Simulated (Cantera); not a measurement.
Abatement and gas-phase synthesis: SO2 + H2

Input: 1 mol SO2, 0.22 mol H2, equilibrated at 1425 K.

Equilibrium computed with Cantera from the NASA thermochemical tables; the gas is ideal and each condensed phase is pure. Candidate condensed phases: H2O, H2SO4, S; 19 gas species. The ideal-gas law is rough above about 30 bar. Rates play no part.

```json
[
 {"P (Pa)": "10", "x SO2": "0.759", "x H2O": "0.159", "x S2": "0.0342", "x H2": "0.0271", "x SO": "0.0193", "x S2O": "0.000352", "x H2S": "0.000267"},
 {"P (Pa)": "52", "x SO2": "0.761", "x H2O": "0.167", "x S2": "0.0377", "x H2": "0.0193", "x SO": "0.0131", "x S2O": "0.000572", "x H2S": "0.000456"},
 {"P (Pa)": "280", "x SO2": "0.762", "x H2O": "0.174", "x S2": "0.0400", "x H2": "0.0133", "x SO": "0.00874", "x S2O": "0.000912", "x H2S": "0.000752"},
 {"P (Pa)": "1400", "x SO2": "0.763", "x H2O": "0.178", "x S2": "0.0412", "x H2": "0.00920", "x SO": "0.00589", "x S2O": "0.00140", "x H2S": "0.00118"},
 {"P (Pa)": "7600", "x SO2": "0.764", "x H2O": "0.180", "x S2": "0.0415", "x H2": "0.00613", "x SO": "0.00387", "x S2O": "0.00214", "x H2S": "0.00183"},
 {"P (Pa)": "40000", "x SO2": "0.764", "x H2O": "0.182", "x S2": "0.0410", "x H2": "0.00406", "x SO": "0.00255", "x S2O": "0.00322", "x H2S": "0.00277"},
 {"P (Pa)": "210000", "x SO2": "0.765", "x H2O": "0.182", "x S2": "0.0395", "x H2": "0.00266", "x SO": "0.00167", "x S2O": "0.00474", "x H2S": "0.00409"},
 {"P (Pa)": "1100000", "x SO2": "0.766", "x H2O": "0.182", "x S2": "0.0370", "x H2": "0.00173", "x SO": "0.00109", "x S2O": "0.00683", "x H2S": "0.00587"},
 {"P (Pa)": "5700000", "x SO2": "0.766", "x H2O": "0.180", "x S2": "0.0336", "x H2": "0.00111", "x SO": "0.000703", "x S2O": "0.00959", "x H2S": "0.00816"},
 {"P (Pa)": "30000000", "x SO2": "0.767", "x H2O": "0.178", "x S2": "0.0291", "x H2": "0.000697", "x SO": "0.000448", "x S2O": "0.0131", "x H2S": "0.0110"}
]
```
x: gas mole fraction; nothing condenses.

From 10.0 Pa to 3.00e7 Pa nothing is condensed.
